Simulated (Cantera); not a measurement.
Feed: 1 mol B2O3, 4.5 mol H2, 5.6 mol N2, equilibrated at 1300 K and 20.0 mbar.

Method: chemical equilibrium by Gibbs-energy minimisation in Cantera with the NASA 1993 tables (ideal gas, pure condensed phases). Candidate condensed phases: B, BN, B2O3, B3O3H3, H2O; 39 gas species. N2 is the only nitrogen source here; it is nearly inert below about 1500 K, so the nitride shown seldom forms there in practice. Mutual solubility and eutectic melting of coexisting phases are not modelled. Kinetics and transport are ignored.

Base state: N2 0.554, H2 0.444, H2O 0.000844, HBO2 0.000632, HBO 4.33e-5 (mole fractions); condensed: BN(s) + B2O3(l).

**Question.** What changes in the equilibrium state with this change: B2O3 replaced by BCl3?

**Answer.** 
```csv
species,before,after
N2,0.554,0.459
H2,0.444,0.270
HCl,0,0.270
BCl3,0,1.05e-5
H2O,0.000844,0
HBO2,0.000632,0
HBO,4.33e-5,0
"BN(s), mol",0.00766,1.000
"B2O3(l), mol",0.993,0
```
Further candidate phases: NH4Cl.
